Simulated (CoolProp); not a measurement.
R1132(E) at several states: density (kg/m³) from the reference equation and from simpler models built on Tc = 75.7 °C, pc = 5.174 MPa, ω = 0.245; each cubic takes its own stable root.

Model: reference Helmholtz-energy equation of state, Akasaka 2024, in CoolProp.

```json
[
 {"T (°C)": "32.95", "p (MPa)": "2.62", "phase": "liquid", "reference": "[?]", "van der Waals": "[?]", "Soave-Redlich-Kwong": "[?]"},
 {"T (°C)": "-1.15", "p (MPa)": "4.48", "phase": "liquid", "reference": "[?]", "van der Waals": "624.9", "Soave-Redlich-Kwong": "916.2"},
 {"T (°C)": "101.05", "p (MPa)": "3.04", "phase": "gas", "reference": "[?]", "van der Waals": "[?]", "Soave-Redlich-Kwong": "75.74"},
 {"T (°C)": "118.45", "p (MPa)": "0.0207", "phase": "gas", "reference": "0.4075", "van der Waals": "0.4075", "Soave-Redlich-Kwong": "0.4075"},
 {"T (°C)": "-18.55", "p (MPa)": "0.0581", "phase": "gas", "reference": "1.778", "van der Waals": "1.770", "Soave-Redlich-Kwong": "1.776"},
 {"T (°C)": "47.25", "p (MPa)": "6.5", "phase": "liquid", "reference": "860.8", "van der Waals": "545.1", "Soave-Redlich-Kwong": "[?]"}
]
```

**Question.** Complete the blanks.

**Answer.** 
- 32.95, reference: 889.7
- 32.95, van der Waals: 90.38
- 32.95, Soave-Redlich-Kwong: 764.1
- -1.15, reference: 1019
- 101.05, reference: 76.21
- 101.05, van der Waals: 75.34
- 47.25, Soave-Redlich-Kwong: 741.1

At some of these states van der Waals gives the other phase, because its saturation line lies elsewhere.
